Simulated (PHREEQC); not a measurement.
**Acid mine or pickling water**

Model water analysis in mg/L, 25 °C, pH 3.57, pe 11.3: Na 22.7; K 0.852; Ca 62.9; Mg 47; Cl 44; S(6) as SO4 382; Zn 2.64; Fe(3) 14.2; Al 4.42.

Valence states are taken as typed.

The numbers come from PHREEQC with the ion-association model, wateq4f.dat.

Each row changes one thing in this solution. Precipitation was switched off in this run.

```tsv
case	ionic strength (mol/kgw)	SO4-2 (mol/kgw)	Mg+2 (mol/kgw)	Ca+2 (mol/kgw)	MgSO4 (mol/kgw)	CaSO4 (mol/kgw)	SI of Fe(OH)3(a) (Fe(OH)3)	SI of Gypsum (CaSO4:2H2O)
as made	0.0134	0.00298	0.00151	0.00127	0.000426	0.000302	+0.23	-1.24
Na from 22.7 to 11.3 mg/L	0.0132	0.00298	0.00151	0.00127	0.000429	0.000304	+0.23	-1.23
all concentrations times 2 at the same typed pH	0.0247	0.00545	0.00276	0.00235	0.00111	0.000792	+0.44	-0.82
temperature from 25 to 20 °C at the same typed pH	0.0136	0.00302	0.00154	0.00128	0.000389	0.000295	+0.36	-1.23
```

Some of these states are supersaturated (in Jarosite-K, Jarosite-Na, for instance).
